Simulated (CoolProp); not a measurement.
Tetradecamethylhexasiloxane (MD4M) along the isobar 101 kPa: density (kg/m³) from the reference equation and from simpler models built on Tc = 380.0 °C, pc = 828.6 kPa, ω = 0.800; each cubic takes its own stable root.

Values from CoolProp's reference Helmholtz-energy equation of state, Thol 2019.

| T (°C) | phase | reference |
|---|---|---|
| 145.35 | liquid | 768.4 |
| 158.75 | liquid | 754.6 |
| 172.25 | liquid | 740.4 |
| 185.65 | liquid | 726.0 |
| 199.05 | liquid | 711.3 |
| 212.55 | liquid | 696.0 |
| 225.95 | liquid | 680.3 |
| 239.35 | liquid | 664.1 |
| 252.85 | liquid | 646.9 |
| 266.25 | gas | 11.67 |
| 279.65 | gas | 11.24 |
| 293.15 | gas | 10.85 |
| 306.55 | gas | 10.49 |
| 319.95 | gas | 10.17 |
| 333.45 | gas | 9.865 |
| 346.85 | gas | 9.588 |

Task: How far does each simpler model (Soave-Redlich-Kwong, Peng-Robinson) lie from the reference over these 16 states: mean and median of the absolute difference, and the worst?

Result: 
- Soave-Redlich-Kwong: mean 6.8 %, median 10.6 %, worst -11.8 % at 145.35 °C and 101 kPa
- Peng-Robinson: mean 0.8 %, median 0.8 %, worst -1.5 % at 266.25 °C and 101 kPa
